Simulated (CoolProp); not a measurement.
A closed Brayton cycle with carbon dioxide: compressor inlet 333.15 K and 9.1 MPa, high pressure 29.2 MPa, turbine inlet 755 K, compressor efficiency 0.8, turbine efficiency 0.93, recuperator effectiveness 0.9 (on enthalpy, no pinch check). Each further row changes one setting.

Values from CoolProp's reference Helmholtz-energy equation of state, Span 1996.

```
case                           thermal efficiency (%)  net work (kJ/kg)  compressor to turbine work  compressor exit (K)  turbine exit (K)
-----------------------------  ----------------------  ----------------  --------------------------  -------------------  ----------------
as stated                                        29.3              70.9                        0.50                434.9             618.9
turbine inlet 705 K                                 …                 …                        0.54                434.9                 …
compressor inlet 343.15 K                        27.3              63.2                        0.55                452.5             618.9
high pressure 24.8 MPa                           29.3              65.1                           …                420.0             637.4
recuperator effectiveness 0.5                       …              70.9                        0.50                434.9             618.9
```

Problem. Fill in the missing entries.

Solution. 
- turbine inlet 705 K, thermal efficiency (%): 26.4
- turbine inlet 705 K, net work (kJ/kg): 59.4
- turbine inlet 705 K, turbine exit (K): 573.9
- high pressure 24.8 MPa, compressor to turbine work: 0.47
- recuperator effectiveness 0.5, thermal efficiency (%): 21.7
